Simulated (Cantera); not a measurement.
**Thermodynamics of carbothermic reduction, feed CuO + C + N2**

Charge: 1 mol CuO, 0.49 mol C, 0.11 mol N2, equilibrated at 1373 K and 190 Pa.

Cantera equilibrium calculation (NASA polynomials, part measured and part estimated; ideal gas, pure solids and liquids). Candidate condensed phases: C, Cu, CuO, Cu2O; 27 gas species. Mutual solubility and eutectic melting of coexisting phases are not modelled. Kinetics and transport are ignored.

The x(CO2) comes out as 0.814. The x(N2) comes out as 0.183 and the x(O2) is 0.00310. The x(Cu) comes out as 0.000416 and the x(CO) is 0.000205. The x(NO) is 3.63e-5 and the n(Cu(l)) is 0.967 mol. The n(Cu2O(s)) comes out as 0.0164 mol. The gas amount is 0.6021 mol and the log10 activity of C(graphite) (absent) is -12.65.
